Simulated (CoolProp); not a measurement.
Values from CoolProp's reference Helmholtz-energy equation of state, Akasaka 2022.

Problem. Give the vapour pressure (bar), liquid density (kg/m³), vapour density (kg/m³), liquid cp (kJ/(kg K)) of saturated R1233zd(E) at 16.45 °C.

Solution. 
```tsv
T (°C)	p (bar)	liquid density (kg/m³)	vapour density (kg/m³)	liquid cp (kJ/(kg K))
16.45	0.951	1280	5.36	1.17
```
